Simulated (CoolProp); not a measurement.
Properties of p-xylene along the isobar 14100 kPa.

Computed with CoolProp (reference Helmholtz-energy equation of state, Zhou 2012).

```
T (K)   phase       Z  speed of sound (m/s)  conductivity (mW/(m K))
-----  ------  ------  --------------------  -----------------------
404.9  liquid  0.5709                  1007                      108
425.1  liquid  0.5561                 944.2                      104
445.3  liquid  0.5435                 883.9                      101
465.5  liquid  0.5329                 826.0                     97.6
485.7  liquid  0.5242                 770.3                     94.9
505.8  liquid  0.5173                 717.1                     92.6
526    liquid  0.5123                 665.7                     90.6
546.2  liquid  0.5091                 616.3                     89.0
566.4  liquid  0.5078                 568.8                     87.7
586.6  liquid  0.5087                 523.2                     86.8
606.7  liquid  0.5119                 479.8                     86.1
```

Thermal conductivity comes from a separate model (Mylona 2014).
